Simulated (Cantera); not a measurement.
An adiabatic, constant-volume homogeneous reactor starts with 5.45 % C₃H₈, 19.4 % O₂, 73.0 % N₂, 2.12 % CO₂, equivalence ratio 1.4, at 1573 K and 563 Torr.

Computed with Cantera and GRI-Mech 3.0 (53 species, 325 reactions). GRI-Mech 3.0 was tuned for natural gas; its chemistry of propane as a main component is partial and can be far from experiment.

One state of this run: T (K) = 2942; P (bar) = 1.65; x C₃H₈ = <1e-12; x O₂ = 0.00647; x CO₂ = 0.0436; x C₂H₄ = <1e-12; x N₂O = 4.45e-7. x: mole fraction; the columns are a selection and need not sum to one.

Q: Which value of t (s) does it belong to?
A. 2.00e-5
B. 0.00245
C. 6.65e-5
D. 6.00e-6

A: B, 0.00245
